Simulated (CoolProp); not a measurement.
Carbon monoxide at several states: Z from the reference equation and from simpler models built on Tc = -140.3 °C, pc = 3.498 MPa, ω = 0.050; each cubic takes its own stable root.

Computed with CoolProp (reference Helmholtz-energy equation of state, Lemmon 2006). It is a short technical equation, of lower accuracy than the large ones.

```tsv
T (°C)	p (MPa)	phase	reference	Redlich-Kwong	Soave-Redlich-Kwong	Peng-Robinson
95.45	4.58	supercritical	1.009	1.001	1.015	1.003
8.05	0.0841	gas	0.9995	0.9994	0.9997	0.9993
125.75	11.2	supercritical	?	?	?	?
-79.55	8.13	supercritical	?	?	?	?
```

Task: Complete the blanks.

Result: 
- 125.75, reference: 1.039
- 125.75, Redlich-Kwong: 1.021
- 125.75, Soave-Redlich-Kwong: 1.050
- 125.75, Peng-Robinson: 1.026
- -79.55, reference: 0.8014
- -79.55, Redlich-Kwong: 0.7950
- -79.55, Soave-Redlich-Kwong: 0.8208
- -79.55, Peng-Robinson: 0.7814
